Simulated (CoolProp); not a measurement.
Vapour-liquid equilibrium of R1234yf (1) + R227EA (2) at 0.000355 MPa; x and y are mole fractions of (1).

Model: multi-fluid Helmholtz-energy mixture model, Lemmon 2022 and Lemmon 2016; pair parameters Bell 2016, in CoolProp.

| x | bubble temperature, mixture model (K) | bubble temperature, Raoult's law (K) | y, mixture model | y, Raoult's law |
|---|---|---|---|---|
| 0.05 | ___ | 174.0 | 0.156 | 0.147 |
| 0.125 | 172.5 | 172.7 | ___ | 0.323 |
| 0.2 | 171.3 | 171.5 | 0.469 | 0.459 |
| 0.275 | ___ | 170.5 | ___ | 0.567 |
| 0.35 | 169.3 | 169.5 | 0.655 | 0.653 |
| 0.425 | ___ | 168.6 | 0.723 | 0.723 |
| 0.5 | ___ | 167.8 | 0.780 | 0.782 |
| 0.575 | 167.0 | 167.1 | ___ | 0.830 |
| 0.65 | 166.3 | 166.4 | 0.869 | 0.872 |
| 0.725 | 165.7 | 165.7 | 0.904 | 0.907 |
| 0.8 | 165.1 | 165.1 | 0.935 | 0.937 |
| 0.875 | 164.6 | 164.6 | ___ | 0.963 |
| 0.95 | 164.1 | 164.1 | 0.986 | 0.986 |

**Question.** Complete the blanks.

**Answer.** 
- 0.05, bubble temperature, mixture model (K): 173.9
- 0.125, y, mixture model: 0.335
- 0.275, bubble temperature, mixture model (K): 170.3
- 0.275, y, mixture model: 0.572
- 0.425, bubble temperature, mixture model (K): 168.5
- 0.5, bubble temperature, mixture model (K): 167.7
- 0.575, y, mixture model: 0.827
- 0.875, y, mixture model: 0.962

The largest gap from Raoult's law is -0.2 K in bubble temperature, at x = 0.2. No azeotrope shows between x = 0.05 and 0.95.

Pair parameters are fitted to limited data, so mixtures are less certain than the pure fluids.
